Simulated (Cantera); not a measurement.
Feed: 1 mol B₂H₆, 4.6 mol H₂O, held at 925 K and 0.0320 bar.

Equilibrium computed with Cantera from the NASA thermochemical tables; the gas is ideal and each condensed phase is pure. Candidate condensed phases: B, B₂O₃, B₃O₃H₃, H₂O; 23 gas species. The feed counts by its element totals alone. Gases not in the tables: H₃BO₃. Equilibrium is a limit: real reactors are often held back by kinetics, nucleation or transport.

Base state: H₂ 0.790, H₂O 0.210, (HBO₂)₃ 0.000716, HBO₂ 1.22e-5 (mole fractions); condensed: B₂O₃(l).

**Question.** What changes in the equilibrium state with this change: pressure from 0.0320 bar to 0.133 bar?

**Answer.** 
```tsv
species	before	after
H₂	0.790	0.790
H₂O	0.210	0.208
(HBO₂)₃	0.000716	0.00145
HBO₂	1.22e-5	5.96e-6
B₂O₃(l), mol	0.992	0.983
```

**Question.** What changes in the equilibrium state with this change: pressure from 0.0320 bar to 0.670 bar?

**Answer.** 
| species | before | after |
|---|---|---|
| H₂ | 0.790 | 0.791 |
| H₂O | 0.210 | 0.206 |
| (HBO₂)₃ | 0.000716 | 0.00319 |
| HBO₂ | 1.22e-5 | 2.64e-6 |
| B₂O₃(l), mol | 0.992 | 0.964 |
